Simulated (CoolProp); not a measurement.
Vapour-liquid equilibrium of R1234yf (1) + R1234ze(E) (2) at 1.03 bar; x and y are mole fractions of (1).

Computed with CoolProp (multi-fluid Helmholtz-energy mixture model, Lemmon 2022 and Thol 2016; pair parameters Bell 2022).

```json
[
 {"x": "0.05", "bubble temperature (°C)": "-19.3", "y at the bubble point": "0.078", "dew temperature at overall composition x (°C)": "-19.1", "liquid density (mol/L)": "11.33"},
 {"x": "0.2", "bubble temperature (°C)": "[?]", "y at the bubble point": "0.283", "dew temperature at overall composition x (°C)": "[?]", "liquid density (mol/L)": "11.30"},
 {"x": "0.35", "bubble temperature (°C)": "[?]", "y at the bubble point": "0.455", "dew temperature at overall composition x (°C)": "[?]", "liquid density (mol/L)": "11.26"},
 {"x": "0.5", "bubble temperature (°C)": "[?]", "y at the bubble point": "0.605", "dew temperature at overall composition x (°C)": "[?]", "liquid density (mol/L)": "11.22"},
 {"x": "0.65", "bubble temperature (°C)": "-26.0", "y at the bubble point": "0.739", "dew temperature at overall composition x (°C)": "-25.0", "liquid density (mol/L)": "11.18"},
 {"x": "0.8", "bubble temperature (°C)": "-27.4", "y at the bubble point": "0.859", "dew temperature at overall composition x (°C)": "-26.7", "liquid density (mol/L)": "[?]"},
 {"x": "0.95", "bubble temperature (°C)": "-28.7", "y at the bubble point": "0.967", "dew temperature at overall composition x (°C)": "-28.5", "liquid density (mol/L)": "11.08"}
]
```

**Question.** Complete the blanks.

**Answer.** 
- 0.2, bubble temperature (°C): -21.3
- 0.2, dew temperature at overall composition x (°C): -20.5
- 0.35, bubble temperature (°C): -23.0
- 0.35, dew temperature at overall composition x (°C): -22.0
- 0.5, bubble temperature (°C): -24.6
- 0.5, dew temperature at overall composition x (°C): -23.5
- 0.8, liquid density (mol/L): 11.13

No azeotrope shows between x = 0.05 and 0.95.

Pair parameters are fitted to limited data, so mixtures are less certain than the pure fluids.
